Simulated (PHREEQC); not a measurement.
KBr is added in steps, without added water, to 1 kg of water holding 1.1 mmol/kgw H2SO4, 130 mmol/kgw ZnSO4 and 0.12 mmol/kgw MgCl2, at 25 °C. Oxygen alone is held at its pressure in air (log pO2 = -0.68). The system is closed to CO2. Solids allowed: Brucite, Zn(OH)2-e, Zn4(OH)6SO4, Zn5(OH)8Cl2, Epsomite, Goslarite. Others were left out.

Base run: PHREEQC, ion-association model, wateq4f.dat. Each further column changes one thing. The table gives KSO4- (mol/kgw).

```tsv
KBr added (mol)	base	database phreeqc.dat	Davies equation for every ion	all activity coefficients set to 1
0	0	0	0	0
0.01667	0.00121	0.00125	0.00134	0.00154
0.03333	0.00238	0.00247	0.00265	0.00301
0.05	0.00352	0.00366	0.00392	0.00441
0.06667	0.00463	0.00481	0.00517	0.00575
0.08333	0.00572	0.00594	0.00640	0.00704
0.1	0.00677	0.00705	0.00760	0.00827
0.1167	0.00781	0.00813	0.00878	0.00946
0.1333	0.00882	0.00919	0.00994	0.0106
0.15	0.00981	0.0102	0.0111	0.0117
0.1667	0.0108	0.0112	0.0122	0.0128
0.1833	0.0117	0.0122	0.0133	0.0138
0.2	0.0127	0.0132	0.0144	0.0148
```

 phreeqc.dat and wateq4f.dat share most of their constants, so their agreement is no independent check. Solids allowed in the column 'database phreeqc.dat': Sylvite, Zn(OH)2(e).
